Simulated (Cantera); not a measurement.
What does this Cantera script print?

```python
import numpy as np
import cantera as ct

gas_names = """
    CL CLO CL2 H HCL HOCL HO2 H2 H2O H2O2 O OH O2 O3
""".split()
cond_names = """
    H2O(s) H2O(L)
""".split()


# ... load() reads the species with a 1 bar reference pressure and builds the phases ...
atoms = {
    'HCl': {'H': 1, 'CL': 1},
    'O2': {'O': 2},
    'H2': {'H': 2},
}
top_T = {}  # K; cautious upper limits of use, not melting points


# ... equilibrate(T, P, feed) seeds the gas with the atoms and calls Mixture.equilibrate('TP', solver="vcs", rtol=1e-11, max_steps=5000) ...
results = []
feed = {'HCl': 1, 'O2': 0.097, 'H2': 10}  # mol
T = 1825  # K
P = 430  # Pa
mix = equilibrate(T, P, feed)
results.append((T, P, feed, dict(zip(mix.species_names, mix.species_moles))))
x = sorted(zip(gas.X, gas.species_names), reverse=True)
print(f"T = {T:g} K  P = {P:g} Pa  gas = {mix.phase_moles(0):.4g} mol")
print("   x: " + "  ".join(f"{s} {v:.3e}" for v, s in x if v > 1e-05))
print("   condensed (mol): " + ("  ".join(f"{mix.phase(i).name} {mix.phase_moles(i):.4g}"
      for i in range(1, mix.n_phases) if mix.phase_moles(i) > 1e-12) or "none"))
```

It prints:

```
T = 1825 K  P = 430 Pa  gas = 11.04 mol
   x: H2 8.855e-01  HCL 9.011e-02  H2O 1.757e-02  H 6.320e-03  CL 4.905e-04
   condensed (mol): none
```

Cantera equilibrium calculation (NASA polynomials, part measured and part estimated; ideal gas, pure solids and liquids).
